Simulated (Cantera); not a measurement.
An isothermal, constant-pressure homogeneous reactor starts with CH₄ : H₂ = 1 : 6.8 (molar parts), at 1573 K and 1.38 atm. Integrator tolerance rtol = 1e-08.

Model: GRI-Mech 3.0 (53 species, 325 reactions), integrated in Cantera. GRI-Mech 3.0 stops at C3 and has no aromatics, soot or wall deposition, so with more carbon than oxygen in the feed, carbon stays in small species such as C2H2 where larger ones or solid carbon would form.

Question: What does this change do: pressure from 1.38 atm to 0.0132 atm?

Answer: 
| quantity | before | after |
|---|---|---|
| x(CH₄) at 3.00 s | 0.0709 (gas-phase equilibrium 0.0709) | 0.0634 (gas-phase equilibrium 0.00116) |
| x(H₂) at 3.00 s | 0.903 (gas-phase equilibrium 0.903) | 0.907 (gas-phase equilibrium 0.942) |
| x(C₂H₄) at 3.00 s | 0.00386 (gas-phase equilibrium 0.00386) | 0.000224 (gas-phase equilibrium 9.92e-5) |
| x(CH₃) at 3.00 s | 5.23e-5 (gas-phase equilibrium 5.23e-5) | 0.000342 (gas-phase equilibrium 8.57e-6) |
| x(C₂H₆) at 3.00 s | 2.48e-5 (gas-phase equilibrium 2.48e-5) | 6.36e-6 (gas-phase equilibrium 6.33e-9) |
| x(CH₂) at 3.00 s | 1.72e-9 (gas-phase equilibrium 1.72e-9) | 7.31e-8 (gas-phase equilibrium 2.83e-9) |
| x(C₂H₂) at 3.00 s | 0.0217 (gas-phase equilibrium 0.0217) | 0.0284 (gas-phase equilibrium 0.0562) |
Radical loss at walls, strong at low pressure, is not modelled.
